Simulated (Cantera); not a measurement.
A perfectly stirred reactor is fed with CH3OH : O2 : N2 = 1 : 3.06 : 11.5 (molar parts), at 9750 Torr; it is adiabatic with a 550 K inlet, and is followed from long to short residence time, starting on the burning branch (τ in s: 0.081, 0.035, 0.015, 0.0063, 0.0027, 0.0011, 0.00048, 0.00021, 8.8e-05, 3.7e-05, 1.6e-05).

Detailed kinetics in Cantera: GRI-Mech 3.0 (53 species, 325 reactions). GRI-Mech 3.0 was tuned for natural gas; its chemistry of methanol as a main component is partial and can be far from experiment. The pressure lies above the range GRI-Mech 3.0 was tuned for (to about 10 atm).

Task: What does this change do: inlet temperature 550 to 350 K?

Result: 
| quantity | before | after |
|---|---|---|
| blow-out, bracketed by the residence times tried | burning at 0.480 ms, out at 0.210 ms | burning at 2.70 ms, out at 1.10 ms |
| x(CH3OH) at τ = 81.0 ms | 1.92e-6 | 5.99e-6 |
| x(O2) at τ = 81.0 ms | 0.0971 | 0.0972 |
| x(CH3) at τ = 81.0 ms | 1.12e-8 | 7.29e-9 |
| x(H2) at τ = 81.0 ms | 7.01e-6 | 7.28e-6 |
| x(H2O2) at τ = 81.0 ms | 1.36e-7 | 1.45e-7 |
| x(CH3OH) at τ = 1.10 ms | 7.46e-5 | 0.0643 |
| x(O2) at τ = 1.10 ms | 0.0987 | 0.197 |
| x(CH3) at τ = 1.10 ms | 1.77e-7 | <1e-12 |
| x(H2) at τ = 1.10 ms | 0.000144 | <1e-12 |
| x(H2O2) at τ = 1.10 ms | 1.20e-6 | <1e-12 |

Task: What does this change do: CH3OH 1 to 0.76 parts?

Result: 
| quantity | before | after |
|---|---|---|
| blow-out, bracketed by the residence times tried | burning at 0.480 ms, out at 0.210 ms | burning at 2.70 ms, out at 1.10 ms |
| x(CH3OH) at τ = 81.0 ms | 1.92e-6 | 1.25e-5 |
| x(O2) at τ = 81.0 ms | 0.0971 | 0.122 |
| x(CH3) at τ = 81.0 ms | 1.12e-8 | 6.33e-9 |
| x(H2) at τ = 81.0 ms | 7.01e-6 | 7.03e-6 |
| x(H2O2) at τ = 81.0 ms | 1.36e-7 | 1.63e-7 |
| x(CH3OH) at τ = 1.10 ms | 7.46e-5 | 0.0496 |
| x(O2) at τ = 1.10 ms | 0.0987 | 0.200 |
| x(CH3) at τ = 1.10 ms | 1.77e-7 | <1e-12 |
| x(H2) at τ = 1.10 ms | 0.000144 | <1e-12 |
| x(H2O2) at τ = 1.10 ms | 1.20e-6 | <1e-12 |
